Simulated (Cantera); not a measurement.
Feed: 1 mol TiCl4, 2.1 mol C3H8, at 1.00 bar.

Cantera equilibrium calculation (NASA polynomials, part measured and part estimated; ideal gas, pure solids and liquids). Candidate condensed phases: C, C6H6, C7H8, C8H18, Ti, TiC, TiCl2, TiCl3, TiCl4; 96 gas species. TiC: taken at fixed stoichiometry. The numbers say what is thermodynamically allowed, not how fast it happens.

What share of the Ti ends up in condensed phases as a function of T (°C), at 1500, 1525, 1550, 1575, 1600, 1625, 1650, 1675, 1700, 1725, 1750, 1775, 1800, 1825?


| T (°C) | Ti condensed (%) | as |
|---|---|---|
| 1500 | 85.3 | TiC(s) |
| 1525 | 86.1 | TiC(s) |
| 1550 | 86.9 | TiC(s) |
| 1575 | 87.6 | TiC(s) |
| 1600 | 88.2 | TiC(s) |
| 1625 | 88.8 | TiC(s) |
| 1650 | 89.4 | TiC(s) |
| 1675 | 89.9 | TiC(s) |
| 1700 | 90.3 | TiC(s) |
| 1725 | 90.7 | TiC(s) |
| 1750 | 91.1 | TiC(s) |
| 1775 | 91.4 | TiC(s) |
| 1800 | 91.7 | TiC(s) |
| 1825 | 92.0 | TiC(s) |
